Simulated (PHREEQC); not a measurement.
Consider water at 20 °C with 32 mmol/kgw Na2S and 13 mmol/kgw NaHCO3. Closed to the air; pH follows from the charge balance.

All values are PHREEQC results (ion-association model, phreeqc.dat), not measurements.

```
quantity           before     after
----------------  -------  --------
pH                  12.16     11.66
HS- (mol/kgw)      0.0257   0.00606
CO3-2 (mol/kgw)   0.00906   0.00222
NaCO3- (mol/kgw)  0.00387  0.000294
```

Problem. Which change was made?
A) NaHCO3 from 0.013 to 0.0143 mol/kgw
B) NaHCO3 from 0.013 to 0.026 mol/kgw
C) Na2S replaced by NH4HS at the same molality
D) Na2S from 0.032 to 0.048 mol/kgw
E) diluted 5-fold with water

Solution. E, diluted 5-fold with water

Precipitation was switched off in this run. With this much S-2 the pH rests on the database's HS-/S-2 constant; if that pK is higher, the solution is more alkaline. The database's pK near 12.9 for HS-/S-2 is now thought far too low, so its S-2 is overstated.
